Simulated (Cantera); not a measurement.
A freely propagating, adiabatic, planar premixed flame of 5.49 % CH₄, 15.9 % O₂, 77.9 % N₂, 0.659 % CO₂, equivalence ratio 0.69, unburnt at 423 K and 18000 Pa; mixture-averaged transport, grid criteria slope 0.08 and curve 0.16, no radiation.

Computed with Cantera and GRI-Mech 3.0 (53 species, 325 reactions). Burning velocities carry a grid error of a few per cent, more on coarse grids.

x: mole fraction of selected species; z is measured from the peak of heat release.

```
z (mm)  T (K)  u (m/s)     x CH₄    x O₂    x CH₂     x NO    x N₂O     x H₂O
------  -----  -------  --------  ------  -------  -------  -------  --------
-9.29     423    0.363    0.0548   0.159    <1e-8    <1e-8    <1e-8   3.66e-5
-6.19     425    0.365    0.0547   0.159    <1e-8    <1e-8    <1e-8  0.000324
-4.64     432    0.371    0.0542   0.158    <1e-8    <1e-8    <1e-8   0.00133
-3.10     483    0.415    0.0514   0.155    <1e-8  1.44e-8    <1e-8   0.00731
-1.55     759    0.657    0.0369   0.134  4.49e-8  1.65e-7    <1e-8    0.0352
-0.774   1040    0.905    0.0213   0.109  1.14e-6  3.62e-7    <1e-8    0.0615
0           ?     1.15         ?       ?        ?        ?        ?         ?
0.774    1435     1.25  0.000445  0.0622  1.19e-6  1.09e-6  3.20e-8    0.0989
1.55     1472     1.28   2.12e-5  0.0568  6.72e-8  1.42e-6  4.19e-8     0.101
3.10     1517     1.31         ?  0.0534    <1e-8        ?        ?     0.102
6.19     1568     1.35     <1e-8  0.0514    <1e-8  2.52e-6  5.74e-8     0.104
12.4     1616     1.39     <1e-8  0.0503    <1e-8  3.06e-6  7.26e-8     0.106
24.8     1649     1.42     <1e-8  0.0497    <1e-8  3.47e-6  9.66e-8     0.108
```

Problem. Complete the blanks.

Solution. 
- 0, T (K): 1320
- 0, x CH₄: 0.00553
- 0, x O₂: 0.0788
- 0, x CH₂: 6.81e-6
- 0, x NO: 6.88e-7
- 0, x N₂O: 1.82e-8
- 0, x H₂O: 0.0877
- 3.10, x CH₄: 5.04e-8
- 3.10, x NO: 1.92e-6
- 3.10, x N₂O: 4.96e-8
